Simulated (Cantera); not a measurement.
A freely propagating, adiabatic, planar premixed flame of CO : H2 : CH4 : O2 : N2 : CO2 = 1 : 0.33 : 1.4 : 2.31 : 8.69 : 0.96 (molar parts), unburnt at 698 K and 3.00 bar; mixture-averaged transport, grid criteria slope 0.08 and curve 0.16, no radiation.

Cantera simulation using GRI-Mech 3.0 (53 species, 325 reactions); the numbers are that mechanism's predictions, not measurements. Burning velocities carry a grid error of a few per cent, more on coarse grids.

Task: Predict: laminar burning velocity; thermal thickness; peak x(H2O2); peak x(C2H2).

Result: 
```
Quantity                     Result
------------------------  ---------
laminar burning velocity  59.7 cm/s
thermal thickness          0.217 mm
peak x(H2O2)                2.33e-5
peak x(C2H2)               0.000865
```
